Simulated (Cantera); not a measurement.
**Carbon deposition, reforming and gasification: CH₄ + CO₂**

Charge: 1 mol CH₄, 0.092 mol CO₂, held at 2500 K and 13300 Pa.

Cantera equilibrium calculation (NASA polynomials, part measured and part estimated; ideal gas, pure solids and liquids). Candidate condensed phases: C, C₆H₆, C₇H₈, C₈H₁₈, H₂O; 110 gas species. Equilibrium is a limit: real reactors are often held back by kinetics, nucleation or transport.

- x(H₂): 0.846
- x(CO): 0.0816
- x(H): 0.0633
- x(C₂H₂ (acetylene)): 0.00915
- x(C₂H): 4.92e-5
- x(C₄H₂): 4.09e-5
- x(CH₃): 1.93e-5
- x(CH₄): 1.43e-5
- x(C₂H₂ (vinylidene)): 7.13e-6
- n(C(graphite)): 0.866 mol
- gas amount: 2.255 mol
